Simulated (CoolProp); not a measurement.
R227EA at several states: fugacity coefficient from the reference equation and from simpler models built on Tc = 374.9 K, pc = 2.925 MPa, ω = 0.358; each cubic takes its own stable root.

Values from CoolProp's reference Helmholtz-energy equation of state, Lemmon 2016.

| T (K) | p (MPa) | phase | reference |
|---|---|---|---|
| 222.1 | 0.16 | liquid | 0.1054 |
| 238.1 | 2.61 | liquid | 0.01790 |
| 232.2 | 0.0654 | liquid | 0.4577 |

Problem. How far does each simpler model (van der Waals, Redlich-Kwong, Soave-Redlich-Kwong, Peng-Robinson) lie from the reference over these 3 states: mean and median of the absolute difference, and the worst?

Solution. 
- van der Waals: mean 544.6 %, median 722.3 %, worst +797.3 % at 222.1 K and 0.16 MPa
- Redlich-Kwong: mean 156.7 %, median 153.2 %, worst +204.6 % at 222.1 K and 0.16 MPa
- Soave-Redlich-Kwong: mean 0.5 %, median 0.3 %, worst +1.2 % at 238.1 K and 2.61 MPa
- Peng-Robinson: mean 1.9 %, median 1.9 %, worst +2.8 % at 222.1 K and 0.16 MPa

At some of these states van der Waals, Redlich-Kwong gives the other phase, because its saturation line lies elsewhere.
